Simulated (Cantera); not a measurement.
A freely propagating, adiabatic, planar premixed flame of H2 : O2 : N2 : H2O = 1 : 0.294 : 1.11 : 0.36 (molar parts), unburnt at 500 K and 218 Torr; mixture-averaged transport, grid criteria slope 0.08 and curve 0.16, no radiation.

Model: the H2/O2 subset of GRI-Mech 3.0, which has no nitrogen chemistry, integrated in Cantera. Burning velocities carry a grid error of a few per cent, more on coarse grids.

x: mole fraction of selected species; z is measured from the peak of heat release.

```
z (mm)  T (K)  u (m/s)   x H2      x O2  x H2O      x H       x O  x HO2
------  -----  -------  -----  --------  -----  -------  --------  -----
-5.68     500     4.89  0.362     0.106  0.130    <1e-8     <1e-8  <1e-8
-3.79     500     4.89  0.362     0.106  0.130    <1e-8     <1e-8  <1e-8
-2.84     500     4.89  0.362     0.106  0.130    <1e-8     <1e-8  <1e-8
-1.89     500     4.89  0.362     0.106  0.130    <1e-8     <1e-8    [?]
-0.947    510     4.98  0.359     0.106  0.131  7.09e-5   4.08e-6    [?]
-0.473    691     6.62  0.334     0.102  0.149  0.00470  0.000141    [?]
0        1062     9.90  0.251    0.0734  0.216   0.0356   0.00221    [?]
0.473    1325     12.2  0.160    0.0237  0.312   0.0707   0.00397    [?]
0.947    1440     13.2  0.135   0.00679  0.345   0.0760   0.00305    [?]
1.89     1548     14.1  0.136   0.00301  0.355   0.0664   0.00243    [?]
3.79     1658     15.0  0.142   0.00212  0.360   0.0525   0.00184    [?]
7.58     1765     15.8  0.148   0.00132  0.366   0.0388   0.00120    [?]
15.2     1860     16.5  0.153  0.000697  0.371   0.0268  0.000650    [?]
```

Complete the blanks.


- -1.89, x HO2: 1.07e-7
- -0.947, x HO2: 0.000138
- -0.473, x HO2: 0.000124
- 0, x HO2: 4.22e-5
- 0.473, x HO2: 1.11e-5
- 0.947, x HO2: 2.92e-6
- 1.89, x HO2: 1.19e-6
- 3.79, x HO2: 7.75e-7
- 7.58, x HO2: 4.70e-7
- 15.2, x HO2: 2.56e-7
